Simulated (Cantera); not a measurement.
Charge: 1 mol CH3OH, 0.008 mol O2, held at 898.15 K and 63.0 bar.

Cantera's Mixture.equilibrate('TP', solver="vcs", rtol=1e-11, max_steps=5000) on the NASA tables stopped like this:

```
ERROR: FAILURE its = 5001!

*******************************************************************************
CanteraError thrown by MultiPhase::equilibrate:
VCS solver failed. Return code: -1
*******************************************************************************
```

Task: What got this run through?

Result: This is not unique; one that fits is The failure is numerical, not chemical. The same input converged with solver="gibbs", rtol=1e-10, max_steps=50000, and the result passed a check of the equilibrium conditions:
```
T = 898.15 K  P = 6.3e+06 Pa  gas = 1.631 mol
   x: H2O 3.746e-01  CH4 3.589e-01  H2 1.335e-01  CO2 1.153e-01  CO 1.768e-02  C2H6 6.306e-05
   condensed (mol): C(gr) 0.1975
```

The gas is ideal and each condensed phase is pure. The ideal-gas law is rough above about 30 bar.
